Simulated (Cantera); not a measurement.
Input: 1 mol C3H6, 1.6 mol NH3, 61 mol H2, 0.049 mol CO2, held at 31.0 bar.

Equilibrium computed with Cantera from the NASA thermochemical tables; the gas is ideal and each condensed phase is pure. Candidate condensed phases: C, C6H6, C7H8, C8H18, H2O; 136 gas species. The ideal-gas law is rough above about 30 bar. Rates play no part.

x: gas mole fraction; n: condensed amount in mol.

```json
[
 {"T (K)": "1950", "x H2": "0.971", "x CH4": "0.0142", "x C2H2 (acetylene)": "0.000530", "x N2": "0.0114", "n C(graphite)": "1.83"},
 {"T (K)": "2050", "x H2": "0.973", "x CH4": "___", "x C2H2 (acetylene)": "___", "x N2": "0.0110", "n C(graphite)": "1.93"},
 {"T (K)": "2150", "x H2": "0.974", "x CH4": "___", "x C2H2 (acetylene)": "___", "x N2": "0.0106", "n C(graphite)": "1.90"},
 {"T (K)": "2250", "x H2": "0.973", "x CH4": "0.00694", "x C2H2 (acetylene)": "0.00326", "x N2": "0.0100", "n C(graphite)": "1.76"},
 {"T (K)": "2350", "x H2": "0.970", "x CH4": "0.00568", "x C2H2 (acetylene)": "0.00535", "x N2": "0.00943", "n C(graphite)": "1.47"},
 {"T (K)": "2450", "x H2": "0.966", "x CH4": "0.00472", "x C2H2 (acetylene)": "0.00843", "x N2": "0.00873", "n C(graphite)": "1.01"},
 {"T (K)": "2550", "x H2": "0.960", "x CH4": "0.00396", "x C2H2 (acetylene)": "0.0128", "x N2": "0.00796", "n C(graphite)": "0.351"}
]
```

Question: Complete the blanks.

Answer: 
- 2050, x CH4: 0.0109
- 2050, x C2H2 (acetylene): 0.00103
- 2150, x CH4: 0.00863
- 2150, x C2H2 (acetylene): 0.00189
